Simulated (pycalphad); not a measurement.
CALPHAD calculation (pycalphad, COST 507 light-alloy database (1999)), 1 atm. The database dates from 1999; later assessments differ in places, in temperatures and in the compounds included. Kinetics are ignored, which matters at the lower temperatures.

**Question.** How does the equilibrium phase assembly of Cu-63.8Si (at.%) change on cooling from 2077 °C to 227 °C?

**Answer.** 
```tsv
T (°C)	phases above	phases below
1175.8	liquid	diamond (Si) + liquid
800.5	diamond (Si) + liquid	CU19SI6_ETA + diamond (Si)
```
Changes were sought between steps of 50 K, so a narrower field can be missed.

Database names, with the compositions (at.%) that they take in these runs: CU19SI6_ETA: Cu 76 Si 24.
